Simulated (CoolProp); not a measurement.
Vapour-liquid equilibrium of CH2F2 (R32) (1) + R143a (2) at 279.5 K; x and y are mole fractions of (1).

Model: multi-fluid Helmholtz-energy mixture model, Tillner-Roth 1997 and Lemmon and Jacobsen 2000; pair parameters Bell 2016, in CoolProp.

Problem. Give the bubble pressure and the first vapour's composition at x = 0.2, 0.275, 0.65. Is there an azeotrope?

Solution. x = 0.2: 0.8436 MPa, y = 0.264; x = 0.275: 0.8723 MPa, y = 0.346; x = 0.65: 0.9707 MPa, y = 0.685. y crosses x between x = 0.875 and 0.95: the model has an azeotrope there.

Pair parameters are fitted to limited data, so mixtures are less certain than the pure fluids.
